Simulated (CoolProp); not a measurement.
Vapour-liquid equilibrium of n-hexane (1) + ethylbenzene (2) at 0.028 MPa; x and y are mole fractions of (1).

Computed with CoolProp (multi-fluid Helmholtz-energy mixture model, Thol 2019 and Zhou 2012; pair parameters Bell 2016).

### Question
Give the bubble temperature and the first vapour's composition at x = 0.05, 0.8, 0.95. Is there an azeotrope?

### Answer
x = 0.05: 355.8 K, y = 0.365; x = 0.8: 310.6 K, y = 0.975; x = 0.95: 307.1 K, y = 0.994. No azeotrope shows between x = 0.05 and 0.95.

Pair parameters are fitted to limited data, so mixtures are less certain than the pure fluids.
